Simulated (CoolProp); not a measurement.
Computed with CoolProp (reference Helmholtz-energy equation of state, Thol 2014).

### Question
Give the vapour pressure (kPa), liquid density (kg/m³), vapour density (kg/m³), enthalpy of vaporisation (kJ/kg) of saturated diethyl ether at 40.15, 51.75, 133.25 °C.

### Answer
```csv
T (°C),p (kPa),liquid density (kg/m³),vapour density (kg/m³),enthalpy of vaporisation (kJ/kg)
40.15,124,690,3.71,353
51.75,180,676,5.31,342
133.25,1310,553,38.8,244
```
